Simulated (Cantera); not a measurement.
Input: 1 mol Fe2O3, 0.41 mol CH4, 0.013 mol CO, a varied amount of C, held at 1.40 mbar.

These are equilibrium values from Cantera (NASA tables, ideal gas, pure condensed phases), not measurements of a reactor. Candidate condensed phases: C, C6H6, C7H8, C8H18, Fe, Fe(CO)5, FeO, Fe(OH)2, Fe(OH)3, Fe2O3, Fe3O4, H2O; 114 gas species. Each liquid is taken as pure. Iron dissolves carbon and melts from about 1420 K in contact with it, which pure phases cannot show. Mutual solubility and eutectic melting of coexisting phases are not modelled. The tables' stoichiometric FeO is somewhat more stable than real wüstite, so its field is too wide. FeO: taken at fixed stoichiometry. Condensed phases not in the tables: cementite and carbon dissolved in iron. Equilibrium is a limit: real reactors are often held back by kinetics, nucleation or transport.

Stable condensed phases, one row left out:

```
T in K \ n(C) in mol
         0.68  1.4  2.1  2.8  3.5  4.2  4.9  5.7  6.4  7.1
   2548     A    A    A    B    B    B    B    B    B    B
   2448     A    A    A    B    B    B    B    B    B    B
   2348     A    A    A    B    B    B    B    B    B    B
   2248     C    A    A    B    B    B    B    B    B    B
   2048     C    C    A    B    B    B    B    B    B    B
   1948     D    D    E    F    F    F    F    F    F    F
   1848     D    D    E    F    F    F    F    F    F    F
   1748     D    D    E    F    F    F    F    F    F    F
   1648     D    D    E    F    F    F    F    F    F    F
   1548     D    D    E    F    F    F    F    F    F    F
   1448     D    D    E    F    F    F    F    F    F    F
```

A: gas only; B: C; C: FeO; D: Fe + FeO; E: Fe; F: C + Fe.

Q: Give the row for 2148 K.

A: 0.68: FeO; 1.4: FeO; 2.1: gas only; 2.8: C; 3.5: C; 4.2: C; 4.9: C; 5.7: C; 6.4: C; 7.1: C.
